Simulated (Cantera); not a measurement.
Input (Python, Cantera):

```python
import numpy as np
import cantera as ct

gas = ct.Solution("SiF4_NH3_mec.yaml", "gas")
gas.TPX = 1975, 1400, {'NH3': 1, 'N2': 0.44}
reactor = ct.IdealGasConstPressureReactor(gas, energy="off", clone=False)
net = ct.ReactorNet([reactor])
net.rtol, net.atol = 1e-08, 1e-18
show = ['NH3', 'NH', 'H2', 'H', 'N2', 'NH2']
times = np.geomspace(4e-05, 4, 10)

steps = ct.SolutionArray(gas, extra=["t"])
rows = []
print(f"{'t/s':>10s}{'T/K':>9s}{'P/Pa':>11s}" + "".join(f"{s:>11s}" for s in show))
for t in times:
    while net.time < t:
        t_next = net.step()
        steps.append(gas.state, t=t_next)
    rows.append([np.interp(t, steps.t, y) for y in (steps.T, steps.P, *steps(*show).X.T)])
    print(f"{t:10.3e}{rows[-1][0]:9.1f}{rows[-1][1]:11.4g}" + "".join(f"{x:11.3e}" for x in rows[-1][2:]))
rate = np.gradient(steps.T, steps.t)
print("integrator steps:", len(steps.t))
if steps.T.max() > steps.T[0] + 200:
    print(f"time of steepest temperature rise: {steps.t[rate.argmax()]:.4e} s")
gas.TPX = 1975, 1400, {'NH3': 1, 'N2': 0.44}
gas.equilibrate("TP")
print(f"equilibrium (TP): T = {gas.T:.1f} K  " + "  ".join(f"{s} {gas[s].X[0]:.3e}" for s in show))
```

Result:

```
       t/s      T/K       P/Pa        NH3         NH         H2          H         N2        NH2
 4.000e-05   1975.0       1400  6.944e-01  1.077e-10  2.759e-06  3.683e-07  3.056e-01  5.886e-06
 1.438e-04   1975.0       1400  6.944e-01  1.963e-09  1.087e-05  3.685e-07  3.056e-01  2.210e-05
 5.166e-04   1975.0       1400  6.943e-01  4.132e-08  4.013e-05  3.717e-07  3.055e-01  8.028e-05
 1.857e-03   1975.0       1400  6.940e-01  7.247e-07  1.519e-04  4.313e-07  3.055e-01  2.873e-04
 6.672e-03   1975.0       1400  6.927e-01  5.358e-06  9.094e-04  1.404e-06  3.055e-01  9.556e-04
 2.398e-02   1975.0       1400  6.832e-01  1.183e-05  8.918e-03  8.863e-06  3.064e-01  1.514e-03
 8.618e-02   1975.0       1400  6.462e-01  1.532e-05  4.174e-02  3.228e-05  3.106e-01  1.355e-03
 3.097e-01   1975.0       1400  5.332e-01  1.841e-05  1.419e-01  1.014e-04  3.237e-01  1.080e-03
 1.113e+00   1975.0       1400  2.953e-01  1.679e-05  3.526e-01  2.832e-04  3.511e-01  6.801e-04
 4.000e+00   1975.0       1400  6.454e-02  9.499e-06  5.569e-01  6.844e-04  3.776e-01  2.284e-04
integrator steps: 950
equilibrium (TP): T = 1975.0 K  NH3 8.569e-08  NH 1.926e-09  H2 6.074e-01  H 9.073e-03  N2 3.835e-01  NH2 3.690e-09
```

Model: the gas-phase N/H chemistry of the illustrative SiF4/NH3 mechanism in the Surface Chemkin manual (1991), integrated in Cantera. Walls and surfaces, which speed up NH3 decomposition in real reactors, are not modelled.
